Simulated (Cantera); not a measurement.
## Fe3O4 + C + CO + CH4 (carbothermic reduction)

Feed: 1 mol Fe3O4, 1.3 mol C, 0.16 mol CO, 2.3 mol CH4, held at 1 atm.

Method: chemical equilibrium by Gibbs-energy minimisation in Cantera with the NASA 1993 tables (ideal gas, pure condensed phases). Candidate condensed phases: C, C6H6, C7H8, C8H18, Fe, Fe(CO)5, FeO, Fe(OH)2, Fe(OH)3, Fe2O3, Fe3O4, H2O; 114 gas species. Kinetics and transport are ignored.

```json
[
 {"T (°C)": "875", "x H2": "0.518", "x CO": "0.429", "x H2O": "0.0297", "x CO2": "0.0208", "n Fe(α)": "3.00", "n Fe(γ)": "0", "n Fe(δ)": "0", "n Fe(l)": "0"},
 {"T (°C)": "975", "x H2": "0.519", "x CO": "0.433", "x H2O": "0.0314", "x CO2": "0.0168", "n Fe(α)": "0", "n Fe(γ)": "3.00", "n Fe(δ)": "0", "n Fe(l)": "0"},
 {"T (°C)": "1075", "x H2": "0.517", "x CO": "0.435", "x H2O": "0.0335", "x CO2": "0.0144", "n Fe(α)": "0", "n Fe(γ)": "3.00", "n Fe(δ)": "0", "n Fe(l)": "0"},
 {"T (°C)": "1175", "x H2": "0.515", "x CO": "0.437", "x H2O": "0.0352", "x CO2": "0.0126", "n Fe(α)": "0", "n Fe(γ)": "3.00", "n Fe(δ)": "0", "n Fe(l)": "0"},
 {"T (°C)": "1275", "x H2": "0.514", "x CO": "0.439", "x H2O": "0.0366", "x CO2": "0.0112", "n Fe(α)": "0", "n Fe(γ)": "3.00", "n Fe(δ)": "0", "n Fe(l)": "0"},
 {"T (°C)": "1375", "x H2": "0.512", "x CO": "0.440", "x H2O": "0.0377", "x CO2": "0.0101", "n Fe(α)": "0", "n Fe(γ)": "3.00", "n Fe(δ)": "0", "n Fe(l)": "0"},
 {"T (°C)": "1475", "x H2": "0.511", "x CO": "0.441", "x H2O": "0.0386", "x CO2": "0.00921", "n Fe(α)": "0", "n Fe(γ)": "0", "n Fe(δ)": "3.00", "n Fe(l)": "0"},
 {"T (°C)": "1575", "x H2": "0.511", "x CO": "0.441", "x H2O": "0.0393", "x CO2": "0.00848", "n Fe(α)": "0", "n Fe(γ)": "0", "n Fe(δ)": "0", "n Fe(l)": "3.00"},
 {"T (°C)": "1675", "x H2": "0.510", "x CO": "0.442", "x H2O": "0.0399", "x CO2": "0.00788", "n Fe(α)": "0", "n Fe(γ)": "0", "n Fe(δ)": "0", "n Fe(l)": "3.00"},
 {"T (°C)": "1775", "x H2": "0.508", "x CO": "0.442", "x H2O": "0.0404", "x CO2": "0.00738", "n Fe(α)": "0", "n Fe(γ)": "0", "n Fe(δ)": "0", "n Fe(l)": "2.99"},
 {"T (°C)": "1875", "x H2": "0.506", "x CO": "0.441", "x H2O": "0.0407", "x CO2": "0.00695", "n Fe(α)": "0", "n Fe(γ)": "0", "n Fe(δ)": "0", "n Fe(l)": "2.99"},
 {"T (°C)": "1975", "x H2": "0.503", "x CO": "0.440", "x H2O": "0.0409", "x CO2": "0.00657", "n Fe(α)": "0", "n Fe(γ)": "0", "n Fe(δ)": "0", "n Fe(l)": "2.96"},
 {"T (°C)": "2075", "x H2": "0.497", "x CO": "0.437", "x H2O": "0.0408", "x CO2": "0.00623", "n Fe(α)": "0", "n Fe(γ)": "0", "n Fe(δ)": "0", "n Fe(l)": "2.92"}
]
```
x: gas mole fraction; n: condensed amount in mol.

At 875 °C the condensed part is Fe(α). From 975 °C to 1375 °C the condensed part is Fe(γ). At 1475 °C the condensed part is Fe(δ). From 1575 °C to 2075 °C the condensed part is Fe(l).
